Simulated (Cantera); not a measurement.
## C₂H₂ + H₂O + H₂ (carbon deposition, reforming and gasification)

A closed system holds: 1 mol C₂H₂, 0.049 mol H₂O, 18 mol H₂, equilibrated at 1 atm.

Cantera equilibrium calculation (NASA polynomials, part measured and part estimated; ideal gas, pure solids and liquids). Candidate condensed phases: C, C₆H₆, C₇H₈, C₈H₁₈, H₂O; 110 gas species. The numbers say what is thermodynamically allowed, not how fast it happens.

```
T (K)   x H₂       x H  x C₂H₂ (acetylene)     x CH₄     x CO  n C(graphite)
-----  -----  --------  ------------------  --------  -------  -------------
1323   0.991   1.57e-6             8.18e-7   0.00676  0.00256           1.82
1423   0.994   6.58e-6             3.41e-6   0.00381  0.00257           1.88
1523   0.995   2.29e-5             1.18e-5   0.00231  0.00257           1.91
1623   0.996   6.85e-5             3.47e-5   0.00149  0.00257           1.92
1723   0.996  0.000181             9.02e-5   0.00101  0.00257           1.93
1823   0.996  0.000430            0.000211  0.000717  0.00257           1.93
1923   0.996  0.000934            0.000449  0.000528  0.00257           1.92
2023   0.994   0.00188            0.000888  0.000400  0.00256           1.91
2123   0.992   0.00355             0.00164  0.000311  0.00256           1.88
2223   0.988   0.00633             0.00287  0.000248  0.00256           1.84
2323   0.982    0.0107             0.00475  0.000200  0.00255           1.76
2423   0.972    0.0174             0.00752  0.000163  0.00254           1.65
```
x: gas mole fraction; n: condensed amount in mol.

From 1323 K to 2423 K the condensed part is C(graphite). The main C-bearing gas is CH₄ at 1323 K and C₂H₂ (acetylene) at 2423 K. The share of C in condensed phases is highest at 1823 K (96.5 %) and lowest at 2423 K (82.7 %).
